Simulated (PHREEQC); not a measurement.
Make-up at 25 °C: 120 mmol/kgw HBr, 0.3 mmol/kgw CaCl2 and 0.085 mmol/kgw KCl. Closed to the air; pH follows from the charge balance.

Model: ion-association model, wateq4f.dat, run in PHREEQC.

Task: The ionic strength comes out as 0.121 mol/kgw. What activity coefficients do Br-, H+, K+, Ca+2, Cl- get?

Result: Br- 0.77, H+ 0.82, K+ 0.75, Ca+2 0.37, Cl- 0.75.

This is a speciation only: nothing precipitates in the calculation.
